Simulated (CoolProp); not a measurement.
Properties of n-perfluoropentane along the isotherm 164.05 °C (Tc = 147.9 °C, pc = 20.63 bar, ω = 0.436).

Values from CoolProp's reference Helmholtz-energy equation of state, Gao 2022.

```csv
p (bar),phase,cp (kJ/(kg K)),isothermal compressibility (1/MPa),expansivity (1/kK),fugacity coefficient
4.3,gas,1.006,2.494,2.910,0.9388
8.6,gas,1.032,1.367,3.860,0.8786
12.9,gas,1.078,1.035,5.462,0.8189
17.2,gas,1.169,0.9364,8.587,0.7596
21.5,supercritical,1.405,1.024,16.53,0.6997
25.8,supercritical,2.336,1.474,46.96,0.6379
30.1,supercritical,1.954,0.4869,28.46,0.5760
34.4,supercritical,1.566,0.1889,14.53,0.5245
38.7,supercritical,1.439,0.1129,10.23,0.4836
43,supercritical,1.375,0.07998,8.159,0.4506
47.3,supercritical,1.336,0.06182,6.918,0.4236
51.6,supercritical,1.308,0.05036,6.081,0.4012
```

The peak of cp marks the crossing from liquid-like to gas-like fluid above the critical point.
